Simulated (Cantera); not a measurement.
Charge: 1 mol H₂S, 0.077 mol O₂, equilibrated at 500 °C and 2.00 bar.

Cantera equilibrium calculation (NASA polynomials, part measured and part estimated; ideal gas, pure solids and liquids). Candidate condensed phases: H₂O, H₂SO₄, S; 19 gas species. Gases not in the tables: S₃ to S₇. Equilibrium is a limit: real reactors are often held back by kinetics, nucleation or transport.

Base state: H₂S 0.811, H₂O 0.147, S₂ 0.0299, S₈ 0.0110, H₂ 0.00104, SO₂ 0.000209, S₂O 8.26e-5 (mole fractions); condensed: gas only.

Task: What changes in the equilibrium state with this change: temperature from 500 °C to 3127 °C?

Result: 
| species | before | after |
|---|---|---|
| H₂ | 0.00104 | 0.349 |
| H | <1e-9 | 0.195 |
| S | <1e-9 | 0.168 |
| H₂S | 0.811 | 0.0104 |
| S₈ | 0.0110 | <1e-9 |
| SO | 4.53e-9 | 0.0407 |
| SH | 3.26e-7 | 0.0862 |
| H₂O | 0.147 | 0.0279 |
| S₂ | 0.0299 | 0.112 |
| OH | <1e-9 | 0.00679 |
| O | <1e-9 | 0.00224 |
| O₂ | <1e-9 | 6.92e-5 |

Task: What changes in the equilibrium state with this change: O₂ from 0.077 to 0.22 mol?

Result: 
```
species    before     after
-------  --------  --------
H₂S         0.811     0.524
H₂O         0.147     0.391
S₂         0.0299    0.0407
S₈         0.0110    0.0379
SO₂      0.000209   0.00561
S₂O       8.26e-5  0.000540
H₂        0.00104  0.000575
```
